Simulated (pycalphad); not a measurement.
# Phase fractions of Cu-18Si (at.%)

Source of the numbers: pycalphad with the COST 507 light-alloy database (1999); pressure 1 atm. The database dates from 1999; later assessments differ in places, in temperatures and in the compounds included. Phase fractions are per mole of atoms. Diffusion is slow at the low end, where real alloys seldom reach equilibrium.

| T (K) | liquid | bcc | CU33SI7_DELTA | CU4SI_EPSILON | CU56SI11_GAMMA | CU19SI6_ETA | fcc |
|---|---|---|---|---|---|---|---|
| 1150 | 1.000 | - | - | - | - | - | - |
| 1050 | - | - | 0.800 | 0.200 | - | - | - |
| 950 | - | - | - | 0.442 | 0.558 | - | - |
| 850 | - | - | - | 0.442 | 0.558 | - | - |
| 750 | - | - | - | 0.442 | 0.558 | - | - |
| 650 | - | - | - | - | - | 0.649 | 0.351 |
| 550 | - | - | - | - | - | 0.677 | 0.323 |

Database names, with the compositions (at.%) that they take in these runs: CU33SI7_DELTA: Cu 82 Si 18; CU4SI_EPSILON: Cu 80 Si 20; CU56SI11_GAMMA: Cu 84 Si 16; CU19SI6_ETA: Cu 76 Si 24.
